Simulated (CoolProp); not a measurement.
Properties of dimethyl carbonate along the isotherm 326.85 °C.

Values from CoolProp's reference Helmholtz-energy equation of state, Zhou 2011.

| p (MPa) | phase | Z | cv (kJ/(kg K)) | Joule-Thomson coefficient (K/MPa) | expansivity (1/kK) |
|---|---|---|---|---|---|
| 0.155 | gas | 0.9914 | 1.769 | 5.492 | 1.715 |
| 0.234 | gas | 0.9870 | 1.770 | … | 1.740 |
| 0.353 | gas | 0.9804 | 1.771 | 5.571 | 1.780 |
| 0.533 | gas | 0.9702 | … | 5.647 | 1.842 |
| 0.804 | gas | 0.9548 | … | … | 1.943 |
| 1.21 | gas | 0.9311 | 1.779 | 5.962 | 2.111 |
| 1.83 | gas | 0.8936 | 1.785 | 6.300 | 2.420 |
| 2.76 | gas | 0.8337 | 1.798 | 6.911 | 3.049 |
| 4.16 | gas | 0.7321 | 1.822 | … | 4.704 |
| 6.28 | supercritical | 0.5452 | 1.880 | … | 11.60 |
| 9.48 | supercritical | 0.3796 | 1.897 | 3.698 | 11.59 |
| 14.3 | supercritical | 0.4469 | 1.871 | … | 5.024 |
| 21.6 | supercritical | 0.5956 | 1.863 | 0.4588 | 2.947 |
| 32.5 | supercritical | 0.8192 | 1.864 | 0.1114 | 1.987 |
| 49.1 | supercritical | 1.146 | 1.870 | -0.07696 | 1.437 |

Q: What belongs in the gaps?

A: 
- 0.234, Joule-Thomson coefficient (K/MPa): 5.523
- 0.533, cv (kJ/(kg K)): 1.772
- 0.804, cv (kJ/(kg K)): 1.775
- 0.804, Joule-Thomson coefficient (K/MPa): 5.767
- 4.16, Joule-Thomson coefficient (K/MPa): 8.094
- 6.28, Joule-Thomson coefficient (K/MPa): 9.400
- 14.3, Joule-Thomson coefficient (K/MPa): 1.225
